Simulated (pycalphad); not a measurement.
Computed with pycalphad from the COST 507 light-alloy database (1999), at 1 atm. The database dates from 1999; later assessments differ in places, in temperatures and in the compounds included. Phase fractions are per mole of atoms.

Q: Give the equilibrium state of Al-5.497Si-2.447Fe (wt.%) at 890 K.

A: liquid, fraction 0.739, with 6.3 Si, 1.5 Fe wt.%; fcc, fraction 0.217, with 0.68 Si, 0.02 Fe wt.%; ALFESI_BETA, fraction 0.045, with 13.4 Si, 26.6 Fe wt.%.

Q: Give the equilibrium state of Al-5.497Si-2.447Fe (wt.%) at 690 K.

A: 
```
T = 690.00 K, P = 101325 Pa, N = 1 mol of atoms
G = -25363 J/mol, H = 9123 J/mol, S = 49.98 J/(mol K)  (SER reference)
chemical potentials (J/mol): Al -24382, Si -17103, Fe -138688
phase             fraction      x(Al)      x(Si)      x(Fe)
FCC_A1              0.8812     0.9969     0.0031   1.91e-06
ALFESI_BETA         0.0800     0.7000     0.1500     0.1500
DIAMOND_A4          0.0389    2.2e-08     1.0000       none
```

Database names, with the compositions (at.%) that they take in these runs: ALFESI_BETA: Al 70 Si 15 Fe 15. FCC_A1 is fcc; DIAMOND_A4 is diamond (Si). An entry "none" or "no" means that the model of the phase leaves that element out.
